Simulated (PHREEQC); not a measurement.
## Metal-bearing waste water: an equilibrium model

Consider water at 25 °C with 0.009 mol/kgw FeCl3, 0.024 mol/kgw MgSO4 and 0.073 mol/kgw NaCl. Closed to the air; pH follows from the charge balance.

Equilibrium calculation in PHREEQC: ion-association model, wateq4f.dat.

Each row changes one thing in this solution. This is a speciation only: nothing precipitates in the calculation.

```tsv
case	pH	ionic strength (mol/kgw)	FeOH+2 (mol/kgw)	Fe+3 (mol/kgw)	FeCl+2 (mol/kgw)	Fe2(OH)2+4 (mol/kgw)	SI of Fe(OH)3(a) (Fe(OH)3)	SI of Halite (NaCl)
as made	2.82	0.161	0.00125	0.000653	0.000638	0.000381	-0.45	-3.99
diluted 100-fold with water	3.86	0.00195	?	7.66e-7	1.77e-8	3.29e-8	+0.39	-7.76
diluted 5-fold with water	3.11	0.0346	0.000608	0.000132	3.66e-5	4.09e-5	+0.02	-5.27
FeCl3 from 0.009 to 0.018 mol/kgw	2.56	0.188	0.00186	0.00180	0.00213	0.000880	-0.83	-3.90
FeCl3 from 0.009 to 0.0018 mol/kgw	3.31	0.141	0.000470	?	6.25e-5	5.13e-5	+0.12	-4.08
0.051 mol/kgw HCl added	1.48	0.204	0.000105	0.00125	0.00174	2.85e-6	-4.26	-3.83
MgSO4 left out	2.46	?	0.00197	0.00228	0.00234	0.000815	-0.93	-3.97
```

### Question
Complete the blanks.

### Answer

- diluted 100-fold with water, FeOH+2 (mol/kgw): 2.87e-5
- FeCl3 from 0.009 to 0.0018 mol/kgw, Fe+3 (mol/kgw): 7.89e-5
- MgSO4 left out, ionic strength (mol/kgw): 0.114

Complexes and solids missing from the database can't appear. Some of these states are supersaturated (in Jarosite-Na, Hematite (slow to form), Fe(OH)3(a), for instance).
